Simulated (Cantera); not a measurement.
Input (Python, Cantera) and output of one run.

```python
import numpy as np
import cantera as ct

gas_names = """
    C CH CH2 CH3 CH2OH CH3O CH4 CH3OH CN CO CO2 COOH C2 C2H CHCO,ketyl C2H2,acetylene C2H2,vinylidene
    CH2CO,ketene C2H3,vinyl CH3CN CH3CO,acetyl C2H4 C2H4O,ethylen CH3CHO,ethanal CH3COOH (HCOOH)2 C2H5
    C2H6 CH3OCH3 C2H5OH CCN CNC C2N2 C2O C3 C3H3,propargyl C3H4,allene C3H4,propyne C3H4,cyclo-
    C3H5,allyl C3H6,propylene C3H6,cyclo- C3H6O C3H7,n-propyl C3H7,i-propyl C3H8 C3H8O,1propanol
    C3H8O,2propanol C3O2 C4 C4H2 C4H4,1,3-cyclo- C4H6,butadiene C4H6,2-butyne C4H6,cyclo- C4H8,1-butene
    C4H8,cis2-buten C4H8,tr2-butene C4H8,isobutene C4H8,cyclo- (CH3COOH)2 C4H9,n-butyl C4H9,i-butyl
    C4H9,s-butyl C4H9,t-butyl C4H10,isobutane C4H10,n-butane C4N2 C5 C5H6,1,3cyclo- C5H8,cyclo-
    C5H10,1-pentene C5H10,cyclo- C5H11,pentyl C5H11,t-pentyl C5H12,n-pentane C5H12,i-pentane
    CH3C(CH3)2CH3 C6H2 C6H5,phenyl C6H5O,phenoxy C6H6 C6H5OH,phenol C6H10,cyclo- C6H12,1-hexene
    C6H12,cyclo- C6H13,n-hexyl C7H7,benzyl C7H8 C7H8O,cresol C7H14,1-heptene C7H15,n-heptyl
    C7H16,n-heptane C8H8,styrene C8H10,ethylbenz C8H16,1-octene C8H17,n-octyl C8H18,isooctane
    C8H18,n-octane C9H19,n-nonyl C10H8,naphthale C10H21,n-decyl C12H9,o-bipheny C12H10,bipheny H HCN HCO
    HCCN HNC HNCO HNO HNO2 HNO3 HO2 H2 HCHO,formaldehy HCOOH H2O H2O2 N NCO NH NH2 NH3 NH2OH NO NO2 NO3
    N2 N2H2 N2H4 N2O O OH O2 O3
""".split()
cond_names = """
    C(gr) C6H6(L) C7H8(L) C8H18(L),n-octa H2O(s) H2O(L)
""".split()


def load(file, names, dense=False):
    # The tables refer to 1 bar. Condensed volumes are neglected.
    table = {s.name: s for s in ct.Species.list_from_file(file)}
    out = []
    for n in names:
        d = dict(table[n].input_data)
        d["thermo"] = dict(d["thermo"], **{"reference-pressure": 1e5})
        if dense:
            d["equation-of-state"] = {"model": "constant-volume", "density": "1e6 g/cm^3"}
        out.append(ct.Species.from_dict(d))
    return out


gas = ct.Solution(thermo="ideal-gas", species=load("nasa_gas.yaml", gas_names))
cond = {s.name: ct.Solution(thermo="fixed-stoichiometry", species=[s], name=s.name)
        for s in load("nasa_condensed.yaml", cond_names, dense=True)}
atoms = {
    'C2H5OH': {'C': 2, 'H': 6, 'O': 1},
    'H2': {'H': 2},
    'N2': {'N': 2},
}
top_T = {'C(gr)': 4500}  # K; cautious upper limits of use, not melting points


def equilibrate(T, P, feed):
    n = {}
    for name, mol in feed.items():
        for a, k in atoms[name].items():
            n[a] = n.get(a, 0.0) + k * mol
    gas.TPX = T, P, n
    mass = sum(n.values()) * gas.mean_molecular_weight
    gas.equilibrate("TP")
    valid = [c for c in cond.values() if c.min_temp <= T <= top_T.get(c.name, c.max_temp)]
    mix = ct.Mixture([(gas, mass / gas.mean_molecular_weight)] + [(c, 0.0) for c in valid])
    mix.T, mix.P = T, P
    mix.equilibrate("TP", solver="vcs", rtol=1e-11, max_steps=5000)
    return mix


results = []
feed = {'C2H5OH': 1, 'H2': 33, 'N2': 8.7}  # mol
P = 7900000  # Pa
for T in [698, 848, 998, 1148, 1298, 1448, 1598, 1748, 1898, 2048]:
    mix = equilibrate(T, P, feed)
    results.append((T, P, feed, dict(zip(mix.species_names, mix.species_moles))))

top = {s: max(r[3][s] / sum(r[3][g] for g in gas_names) for r in results) for s in gas_names}
cols = sorted((s for s in top if top[s] > 1e-05), key=lambda s: -top[s])[:7]
seen = [c for c in cond_names if any(r[3].get(c, 0) > 1e-12 for r in results)]
print("log10 of partial pressures in bar; condensed amounts in mol")
print(f"{'T/K':>10s}" + "".join(f"{s[:9]:>10s}" for s in cols + seen))
for T, P, feed, n in results:
    ng = sum(n[g] for g in gas_names)
    print(f"{T:10.4g}" + "".join(f"{np.log10(max(n[s] / ng * P / 1e5, 1e-99)):10.3f}" for s in cols)
          + "".join(f"{n.get(c, 0):10.4g}" for c in seen))
```

Result:

```
log10 of partial pressures in bar; condensed amounts in mol
       T/K        H2        N2       NH3       CH4       H2O        CO       HCN
       698     1.685     1.103     1.062     0.627     0.326    -7.710   -10.603
       848     1.741     1.182     0.478     0.584     0.283    -5.029    -7.776
       998     1.753     1.199    -0.001     0.574     0.272    -3.012    -5.744
      1148     1.756     1.203    -0.372     0.566     0.261    -1.500    -4.233
      1298     1.761     1.201    -0.660     0.522     0.171    -0.461    -3.113
      1448     1.770     1.194    -0.885     0.403    -0.138     0.027    -2.320
      1598     1.776     1.188    -1.070     0.300    -0.622     0.187    -1.681
      1748     1.778     1.186    -1.226     0.243    -1.144     0.230    -1.121
      1898     1.780     1.182    -1.358     0.180    -1.593     0.240    -0.666
      2048     1.782     1.176    -1.470     0.063    -1.915     0.241    -0.346
```

Equilibrium computed with Cantera from the NASA thermochemical tables; the gas is ideal and each condensed phase is pure. The ideal-gas law is rough above about 30 bar.
